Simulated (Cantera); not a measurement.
# Thermodynamics of tantalum, niobium, vanadium and zirconium in process gases, feed Zr + H2O

A closed system holds: 1 mol Zr, 0.62 mol H2O, equilibrated at 2698.15 K.

Equilibrium computed with Cantera from the NASA thermochemical tables; the gas is ideal and each condensed phase is pure. Candidate condensed phases: H2O, Zr, ZrO2; 12 gas species. Mutual solubility and eutectic melting of coexisting phases are not modelled. Condensed phases not in the tables: N, O or C dissolved in the metal. Kinetics and transport are ignored.

From 0.100 Pa to 5.60 Pa nothing is condensed. At 42.0 Pa the condensed part is Zr(l). From 3.20 mbar to 10.0 bar the condensed part is Zr(l) + ZrO2(s). The main Zr-bearing gas is ZrO throughout.

```
P (Pa)       x H2     x H     x ZrO      x Zr       x O    x ZrO2  n Zr(l)  n ZrO2(s)
-------  --------  ------  --------  --------  --------  --------  -------  ---------
0.100     9.56e-5   0.552     0.272     0.172   0.00322  0.000139        0          0
0.750    0.000719   0.552     0.276     0.170  0.000441  0.000145        0          0
5.60      0.00524   0.546     0.278     0.171   5.92e-5  0.000147        0          0
42         0.0437   0.575     0.330    0.0505   3.17e-5  0.000698    0.287          0
320         0.280   0.528     0.183   0.00663   1.76e-5   0.00164    0.578      0.204
2400        0.675   0.299    0.0244  0.000884   2.35e-6  0.000219    0.680      0.301
18000       0.872   0.124   0.00326  0.000118   3.13e-7   2.92e-5    0.689      0.309
130000      0.951  0.0483  0.000451   1.63e-5   4.33e-8   4.04e-6    0.690      0.310
1000000     0.982  0.0177   5.86e-5   2.12e-6   5.63e-9   5.25e-7    0.690      0.310
```
x: gas mole fraction; n: condensed amount in mol.
